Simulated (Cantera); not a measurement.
An adiabatic, constant-pressure homogeneous reactor starts with 3.27 % CH4, 20.3 % O2, 76.4 % N2, at 1475 K and 7500 Torr.

Computed with Cantera and GRI-Mech 3.0 (53 species, 325 reactions).

x: mole fraction; the columns are a selection and need not sum to one.

```json
[
 {"t (s)": "3.00e-6", "T (K)": "1475", "x CH4": "0.0327", "x O2": "0.203", "x H": "…", "x C2H4": "2.25e-11", "x NO": "<1e-12", "x HCO": "<1e-12", "x CH2CO": "<1e-12"},
 {"t (s)": "8.88e-6", "T (K)": "1475", "x CH4": "0.0327", "x O2": "0.203", "x H": "…", "x C2H4": "9.86e-10", "x NO": "<1e-12", "x HCO": "8.21e-12", "x CH2CO": "<1e-12"},
 {"t (s)": "2.63e-5", "T (K)": "1475", "x CH4": "0.0327", "x O2": "0.203", "x H": "…", "x C2H4": "7.81e-8", "x NO": "<1e-12", "x HCO": "1.81e-10", "x CH2CO": "2.25e-11"},
 {"t (s)": "7.77e-5", "T (K)": "1478", "x CH4": "0.0321", "x O2": "0.203", "x H": "…", "x C2H4": "1.10e-5", "x NO": "1.78e-12", "x HCO": "1.13e-8", "x CH2CO": "6.70e-8"},
 {"t (s)": "0.000230", "T (K)": "2164", "x CH4": "<1e-12", "x O2": "0.137", "x H": "…", "x C2H4": "<1e-12", "x NO": "1.65e-5", "x HCO": "8.13e-12", "x CH2CO": "<1e-12"},
 {"t (s)": "0.000681", "T (K)": "2165", "x CH4": "<1e-12", "x O2": "0.137", "x H": "1.05e-5", "x C2H4": "<1e-12", "x NO": "4.70e-5", "x HCO": "3.46e-12", "x CH2CO": "<1e-12"},
 {"t (s)": "0.00201", "T (K)": "2165", "x CH4": "<1e-12", "x O2": "0.137", "x H": "1.04e-5", "x C2H4": "<1e-12", "x NO": "0.000136", "x HCO": "3.45e-12", "x CH2CO": "<1e-12"},
 {"t (s)": "0.00596", "T (K)": "2164", "x CH4": "<1e-12", "x O2": "0.137", "x H": "1.04e-5", "x C2H4": "<1e-12", "x NO": "0.000397", "x HCO": "3.43e-12", "x CH2CO": "<1e-12"},
 {"t (s)": "0.0176", "T (K)": "2163", "x CH4": "<1e-12", "x O2": "0.137", "x H": "1.02e-5", "x C2H4": "<1e-12", "x NO": "0.00114", "x HCO": "3.35e-12", "x CH2CO": "<1e-12"},
 {"t (s)": "0.0522", "T (K)": "2158", "x CH4": "<1e-12", "x O2": "0.136", "x H": "9.86e-6", "x C2H4": "<1e-12", "x NO": "0.00304", "x HCO": "3.17e-12", "x CH2CO": "<1e-12"},
 {"t (s)": "0.154", "T (K)": "2151", "x CH4": "<1e-12", "x O2": "0.134", "x H": "9.22e-6", "x C2H4": "<1e-12", "x NO": "0.00643", "x HCO": "2.87e-12", "x CH2CO": "<1e-12"},
 {"t (s)": "0.457", "T (K)": "2146", "x CH4": "<1e-12", "x O2": "0.133", "x H": "8.84e-6", "x C2H4": "<1e-12", "x NO": "0.00858", "x HCO": "2.69e-12", "x CH2CO": "<1e-12"},
 {"t (s)": "1.35", "T (K)": "2146", "x CH4": "<1e-12", "x O2": "0.133", "x H": "8.81e-6", "x C2H4": "<1e-12", "x NO": "0.00872", "x HCO": "2.68e-12", "x CH2CO": "<1e-12"},
 {"t (s)": "4.00", "T (K)": "2146", "x CH4": "<1e-12", "x O2": "0.133", "x H": "8.81e-6", "x C2H4": "<1e-12", "x NO": "0.00872", "x HCO": "2.68e-12", "x CH2CO": "<1e-12"}
]
```

Some entries are withheld; supply them.


- 3.00e-6, x H: 2.73e-9
- 8.88e-6, x H: 5.92e-9
- 2.63e-5, x H: 2.82e-8
- 7.77e-5, x H: 3.30e-7
- 0.000230, x H: 1.30e-5
